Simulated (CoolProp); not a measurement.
Vapour-liquid equilibrium of carbon dioxide (1) + carbonyl sulfide (2) at -3.75 °C; x and y are mole fractions of (1).

The numbers come from the multi-fluid Helmholtz-energy mixture model, Span 1996 and Lemmon 2006; pair parameters Bell 2016 in CoolProp.

```csv
x,"bubble pressure, mixture model (bar)","bubble pressure, Raoult's law (bar)","y, mixture model","y, Raoult's law"
0.05,7.897,7.093,0.275,0.222
0.125,10.71,9.021,0.481,0.437
0.2,13.18,10.95,___,0.576
0.275,___,12.88,0.665,0.673
0.35,17.32,14.81,0.717,0.745
0.425,___,16.73,0.757,0.800
0.5,20.76,18.66,0.792,0.844
0.575,22.35,20.59,0.822,0.880
0.65,___,22.52,___,0.910
0.725,25.45,24.45,0.880,0.935
0.8,___,26.37,0.909,0.956
0.875,28.67,28.30,0.941,0.974
0.95,30.36,30.23,___,0.990
```

### Question
Complete the blanks.

### Answer

- 0.2, y, mixture model: 0.593
- 0.275, bubble pressure, mixture model (bar): 15.36
- 0.425, bubble pressure, mixture model (bar): 19.10
- 0.65, bubble pressure, mixture model (bar): 23.90
- 0.65, y, mixture model: 0.851
- 0.8, bubble pressure, mixture model (bar): 27.04
- 0.95, y, mixture model: 0.975

The largest gap from Raoult's law is +20.4 % in bubble pressure, at x = 0.2. No azeotrope shows between x = 0.05 and 0.95.

The pair parameters rest on a limited set of measurements; away from them the model extrapolates.
